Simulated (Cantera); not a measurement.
A closed system holds: 1 mol SiO2, 460 mol H2, 29 mol N2, equilibrated at 1773.15 K and 0.00133 bar.

Equilibrium computed with Cantera from the NASA thermochemical tables; the gas is ideal and each condensed phase is pure. Candidate condensed phases: H2O, Si, SiO2, Si2N2O, Si3N4; 35 gas species. The numbers say what is thermodynamically allowed, not how fast it happens.

Task: What is the equilibrium state?

Result: 
```json
{
 "x(H2)": "0.929",
 "x(N2)": "0.0590",
 "x(H)": "0.00752",
 "x(SiO)": "0.00203",
 "x(H2O)": "0.00203",
 "x(OH)": "1.02e-6",
 "gas_amount": "491.9 mol",
 "log10 activity of Si(l) (absent)": "-5.78"
}
```
